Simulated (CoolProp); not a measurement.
CH3F (R41) along the isobar 22200 kPa: Z from the reference equation and from simpler models built on Tc = 44.1 °C, pc = 5906 kPa, ω = 0.200; each cubic takes its own stable root.

Model: reference Helmholtz-energy equation of state, Lemmon 2006, in CoolProp. It is a short technical equation, of lower accuracy than the large ones.

```tsv
T (°C)	phase	reference	van der Waals	Soave-Redlich-Kwong	Peng-Robinson
-2.85	liquid	0.4429	0.7611	0.5550	0.4942
7.55	liquid	0.4400	0.7471	0.5525	0.4925
17.95	liquid	0.4388	0.7349	0.5523	0.4930
28.35	liquid	0.4393	0.7246	0.5546	0.4961
38.65	liquid	0.4416	0.7161	0.5595	0.5017
49.05	supercritical	0.4461	0.7091	0.5672	0.5102
59.45	supercritical	0.4529	0.7037	0.5780	0.5218
69.85	supercritical	0.4624	0.6999	0.5919	0.5366
```
